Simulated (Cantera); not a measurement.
An isothermal, constant-pressure homogeneous reactor starts with CO : O2 : H2O : N2 = 0.018 : 0.021 : 0.0019 : 1 (molar parts), equivalence ratio 0.43, at 1523 K and 5.00 bar. Integrator tolerance rtol = 1e-08.

Detailed kinetics in Cantera: GRI-Mech 3.0 (53 species, 325 reactions).

```tsv
quantity	before	after
x(CO) at 5.00 s	5.00e-7 (gas-phase equilibrium 5.04e-7)	1.75e-8 (gas-phase equilibrium 1.76e-8)
x(O2) at 5.00 s	0.0116 (gas-phase equilibrium 0.0114)	0.0116 (gas-phase equilibrium 0.0116)
x(H2O) at 5.00 s	0.00184 (gas-phase equilibrium 0.00184)	0.00184 (gas-phase equilibrium 0.00184)
x(NO) at 5.00 s	7.18e-6 (gas-phase equilibrium 0.000356)	1.49e-6 (gas-phase equilibrium 0.000120)
x(H) at 5.00 s	1.46e-9 (gas-phase equilibrium 1.47e-9)	2.25e-11 (gas-phase equilibrium 2.26e-11)
x(H2) at 5.00 s	1.97e-8 (gas-phase equilibrium 1.98e-8)	9.96e-10 (gas-phase equilibrium 9.99e-10)
```

### Question
Name the change that produced these shifts.
(A) temperature 1523 to 950 K
(B) temperature 1523 to 1323 K
(C) pressure from 5.00 bar to 1.20 bar
(D) N2 1 to 0.32 parts

### Answer
B, temperature 1523 to 1323 K
